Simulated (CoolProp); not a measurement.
Computed with CoolProp (reference Helmholtz-energy equation of state, McLinden 2020).

Question: For R1336mzz(Z), give the phase and the cv (kJ/(kg K)), speed of sound (m/s), fugacity coefficient at 360.1 K and 1.95 MPa.

Answer: 
- 360.1 K and 1.95 MPa: liquid; cv 0.993, speed of sound 428, fugacity coefficient 0.244
